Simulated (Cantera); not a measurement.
Source: NASA polynomial tables (part measured, part estimated), evaluated in Cantera. Values are per mole of reaction as written; species without (g) are pure solids or liquids, kept so even where they would boil at 1 bar.

Between 600 and 950 K, where is each reaction favourable under standard conditions?
- SF4(g) ⇌ S + 2 F2(g)


- SF4(g) ⇌ S + 2 F2(g): ΔG° is 678 kJ at 600 K and 625 kJ at 950 K; it stays positive (K < 1). ΔH° is 770 kJ and ΔS° 153 J/K at 950 K.
